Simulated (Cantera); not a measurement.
Charge: 1 mol Al(CH3)3, 0.49 mol O2, 26 mol N2, at 0.00133 bar.

Method: chemical equilibrium by Gibbs-energy minimisation in Cantera with the NASA 1993 tables (ideal gas, pure condensed phases). Candidate condensed phases: Al, AlN, Al2O3, C, C6H6, C7H8, C8H18, H2O; 148 gas species. The feed counts by its element totals alone. Mutual solubility and eutectic melting of coexisting phases are not modelled. Condensed phases not in the tables: aluminium oxynitride. Rates play no part.

x: gas mole fraction; n: condensed amount in mol.

| T (K) | x N2 | x H2 | x CO | x Al | x H | x HCN | x AlH | n AlN(s) | n Al2O3(s) | n C(graphite) |
|---|---|---|---|---|---|---|---|---|---|---|
| 973 | 0.852 | 0.148 | 4.91e-5 | <1e-12 | 1.14e-8 | 1.18e-6 | <1e-12 | 0.348 | 0.326 | 3.00 |
| 1073 | 0.851 | 0.148 | 0.000717 | <1e-12 | 1.48e-7 | 5.48e-6 | <1e-12 | 0.361 | 0.319 | 2.98 |
| 1173 | 0.846 | 0.148 | 0.00656 | <1e-12 | 1.24e-6 | 1.94e-5 | <1e-12 | 0.480 | 0.260 | 2.80 |
| 1273 | 0.823 | 0.145 | 0.0316 | ? | ? | ? | ? | 1.00 | 0 | 2.02 |
| 1373 | 0.823 | 0.145 | 0.0316 | 1.24e-8 | 3.47e-5 | 0.000137 | 3.56e-10 | 1.00 | 0 | 2.02 |
| 1473 | 0.823 | 0.145 | 0.0316 | ? | ? | ? | ? | 1.000 | 0 | 2.01 |
| 1573 | 0.823 | 0.145 | 0.0316 | 1.50e-5 | 0.000424 | 0.000596 | 1.91e-7 | 1.000 | 0 | 2.00 |
| 1673 | 0.822 | 0.144 | 0.0316 | 0.000273 | 0.00118 | 0.00108 | 2.49e-6 | 0.991 | 0 | 1.98 |
| 1773 | 0.818 | 0.142 | 0.0314 | 0.00358 | 0.00293 | 0.00183 | 2.42e-5 | 0.887 | 0 | 1.96 |
| 1873 | 0.797 | 0.133 | 0.0301 | 0.0305 | 0.00645 | 0.00282 | 0.000153 | 0 | 0 | 1.92 |

### Question
What belongs in the gaps?

### Answer

- 1273, x Al: 1.52e-10
- 1273, x H: 7.44e-6
- 1273, x HCN: 5.52e-5
- 1273, x AlH: 7.23e-12
- 1473, x Al: 5.49e-7
- 1473, x H: 0.000132
- 1473, x HCN: 0.000301
- 1473, x AlH: 1.02e-8
